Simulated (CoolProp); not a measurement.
Vapour-liquid equilibrium of ethanol (1) + hexamethyldisiloxane (MM) (2) at 67.45 °C; x and y are mole fractions of (1).

Model: multi-fluid Helmholtz-energy mixture model, Schroeder 2014 and Thol 2016; pair parameters Bell 2016, in CoolProp.

```tsv
x	bubble pressure, mixture model (kPa)	bubble pressure, Raoult's law (kPa)	y, mixture model	y, Raoult's law
0.05	47.23	36.10	0.293	0.090
0.2	66.18	40.61	0.541	0.318
0.35	72.23	45.12	0.607	0.502
0.5	74.25	49.63	0.637	0.651
0.65	75.06	54.14	0.670	0.776
0.8	74.24	58.65	0.736	0.882
0.95	68.48	63.16	0.901	0.973
```

The largest gap from Raoult's law is +63.0 % in bubble pressure, at x = 0.2. y crosses x between x = 0.65 and 0.8: the model has an azeotrope there.

Pair parameters are fitted to limited data, so mixtures are less certain than the pure fluids. With so large a gap from Raoult's law the liquid may split in two, which this calculation doesn't test in full.
